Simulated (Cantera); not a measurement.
Feed: 1 mol SiO2, 1.6 mol F2, 0.42 mol H2, at 0.230 bar.

These are equilibrium values from Cantera (NASA tables, ideal gas, pure condensed phases), not measurements of a reactor. Candidate condensed phases: H2O, Si, SiO2; 38 gas species. The tables hold silica as quartz up to 1696 K and as liquid above; real silica turns to tridymite and cristobalite and melts near 1996 K. Gases not in the tables: Si(OH)4. Kinetics and transport are ignored. All values below are at 1300 K.

Base state: HF 0.335, SiF4 0.321, O2 0.299, H2O 0.0450, OH 1.11e-5 (mole fractions); condensed: SiO2(β-quartz).

Task: What changes in the equilibrium state with this change: pressure from 0.230 bar to 0.880 bar?

Result: 
```csv
species,before,after
SiF4,0.321,0.335
O2,0.299,0.302
HF,0.335,0.296
H2O,0.0450,0.0671
OH,1.11e-5,9.72e-6
"SiO2(β-quartz), mol",0.366,0.344
```

Task: What changes in the equilibrium state with this change: H2 from 0.42 to 9.1 mol?

Result: 
```tsv
species	before	after
H2	1.49e-8	0.720
HF	0.335	0.199
H2O	0.0450	0.0543
O2	0.299	<1e-9
SiF4	0.321	0.0272
OH	1.11e-5	1.93e-9
SiO2(β-quartz), mol	0.366	0.717
```
